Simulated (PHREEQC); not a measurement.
Make-up at 25 °C: 0.14 mol BaCl2 and 0.00053 mol CO2 per kg of water. Closed to the air; pH follows from the charge balance.

Equilibrium calculation in PHREEQC: Pitzer model, pitzer.dat.

Precipitation was switched off in this run.

Question: What pH does the model give?

Answer: pH 4.75.

Question: In which forms is C present?

Answer: CO2 95 %, HCO3- 4.5 % of the C.

Complexes and solids missing from the database can't appear.
